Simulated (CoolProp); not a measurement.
Properties of n-nonane along the isobar 2.13 MPa.

The numbers come from the reference Helmholtz-energy equation of state, Lemmon 2006 in CoolProp. It is a short technical equation, of lower accuracy than the large ones.

```tsv
T (°C)	phase	Z	cp (kJ/(kg K))	isothermal compressibility (1/MPa)
24.05	liquid	0.1543	…	0.001156
39.85	liquid	0.1491	2.260	0.001293
55.75	liquid	0.1444	…	0.001453
71.65	liquid	0.1403	2.386	0.001638
87.55	liquid	0.1367	…	0.001855
103.35	liquid	0.1335	2.517	0.002110
119.25	liquid	0.1308	…	0.002418
135.15	liquid	0.1284	2.653	0.002791
151.05	liquid	0.1264	…	0.003251
166.85	liquid	0.1248	2.793	0.003824
```

### Question
What belongs in the gaps?

### Answer

- 24.05, cp (kJ/(kg K)): 2.202
- 55.75, cp (kJ/(kg K)): 2.322
- 87.55, cp (kJ/(kg K)): 2.451
- 119.25, cp (kJ/(kg K)): 2.585
- 151.05, cp (kJ/(kg K)): 2.723
